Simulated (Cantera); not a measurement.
A Cantera script and its output.

```python
import numpy as np
import cantera as ct

gas = ct.Solution("gri30.yaml")
gas.TPX = 1825, 101325, {'CH4': 1, 'CO2': 0.68}
inlet = ct.Reservoir(gas, clone=True)

reactor = ct.IdealGasConstPressureReactor(gas, energy="off", clone=False)
exhaust = ct.Reservoir(gas, clone=True)
tau = [0.88, 0.48, 0.26, 0.14, 0.078, 0.043, 0.023, 0.013, 0.0069, 0.0038, 0.0021][0]
for a, b in ((inlet, reactor), (reactor, exhaust)):
    ct.MassFlowController(a, b, mdot=lambda t: reactor.mass / tau)
net = ct.ReactorNet([reactor])
show = ['CH4', 'CO2', 'HCO', 'C2H', 'H2O2', 'C2H6', 'H']

rows = []
print(f"{'tau/s':>10s}{'T/K':>9s}" + "".join(f"{s:>11s}" for s in show))
for tau in [0.88, 0.48, 0.26, 0.14, 0.078, 0.043, 0.023, 0.013, 0.0069, 0.0038, 0.0021]:
    net.initial_time = 0.0
    net.advance(30 * tau)
    before = gas.X
    net.advance(40 * tau)
    drift = np.max(np.abs(gas.X - before) / (gas.X + 1e-9))
    rows.append([gas.T, *gas[show].X, drift])
    print(f"{tau:10.3e}{gas.T:9.1f}" + "".join(f"{x:11.3e}" for x in gas[show].X))
```

Result:

```
     tau/s      T/K        CH4        CO2        HCO        C2H       H2O2       C2H6          H
 8.800e-01   1825.0  1.574e-02  9.014e-03  6.472e-08  4.081e-07  2.370e-13  3.148e-06  3.055e-04
 4.800e-01   1825.0  2.023e-02  1.316e-02  6.155e-08  4.730e-07  4.865e-13  5.303e-06  2.972e-04
 2.600e-01   1825.0  2.611e-02  1.872e-02  5.814e-08  5.536e-07  9.187e-13  9.126e-06  2.865e-04
 1.400e-01   1825.0  3.382e-02  2.620e-02  5.496e-08  6.463e-07  1.585e-12  1.596e-05  2.731e-04
 7.800e-02   1825.0  4.338e-02  3.579e-02  5.279e-08  7.362e-07  2.403e-12  2.727e-05  2.580e-04
 4.300e-02   1825.0  5.646e-02  4.953e-02  5.217e-08  8.159e-07  3.261e-12  4.739e-05  2.407e-04
 2.300e-02   1825.0  7.575e-02  7.102e-02  5.424e-08  8.659e-07  3.831e-12  8.512e-05  2.211e-04
 1.300e-02   1825.0  1.008e-01  1.001e-01  5.975e-08  8.639e-07  3.720e-12  1.450e-04  2.032e-04
 6.900e-03   1825.0  1.402e-01  1.452e-01  7.193e-08  8.012e-07  2.867e-12  2.581e-04  1.839e-04
 3.800e-03   1825.0  1.902e-01  1.975e-01  9.172e-08  6.963e-07  1.811e-12  4.318e-04  1.657e-04
 2.100e-03   1825.0  2.506e-01  2.512e-01  1.207e-07  5.696e-07  9.788e-13  6.911e-04  1.459e-04
```

Cantera simulation using GRI-Mech 3.0 (53 species, 325 reactions); the numbers are that mechanism's predictions, not measurements.
